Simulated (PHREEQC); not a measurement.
Make-up at 14 °C: 55 mmol/kgw Cu(NO3)2, 110 mmol/kgw HNO3 and 0.012 mmol/kgw FeCl3. Closed to the air; pH follows from the charge balance.

Equilibrium calculation in PHREEQC: ion-association model, wateq4f.dat.

Q: The ionic strength comes out as 0.275 mol/kgw. What activity coefficients do NO3-, Fe+3, Cu+2, Cl-, H+ get?

A: NO3- 0.67, Fe+3 0.12, Cu+2 0.30, Cl- 0.69, H+ 0.79.

No solid was allowed to form. Complexes and solids missing from the database can't appear. Constants without temperature data keep their 25 °C values here.
